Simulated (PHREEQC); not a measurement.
Consider water at 20 °C with 0.44 mol NaHSO4 and 0.48 mol Na2HPO4 per kg of water. Closed to the air; pH follows from the charge balance.

Model: ion-association model, wateq4f.dat, run in PHREEQC.

```csv
quantity,before,after
pH,5.41,6.09
ionic strength (mol/kgw),1.44,1.59
Na+ (mol/kgw),1.18,1.16
NaSO4- (mol/kgw),0.207,0.196
SI of Mirabilite (Na2SO4:10H2O),-0.43,-0.46
```

**Question.** Which change was made?
A) 0.05 mol/kgw NaOH added
B) 0.11 mol/kgw KOH added
C) diluted 10-fold with water
D) temperature from 20 to 55 °C

**Answer.** B, 0.11 mol/kgw KOH added

This is a speciation only: nothing precipitates in the calculation. The ionic strength passes 0.7 mol/kgw, the rough limit of the ion-association models, in every such run. H3PO4, which wateq4f.dat lacks, is added to it with the constant of phreeqc.dat.
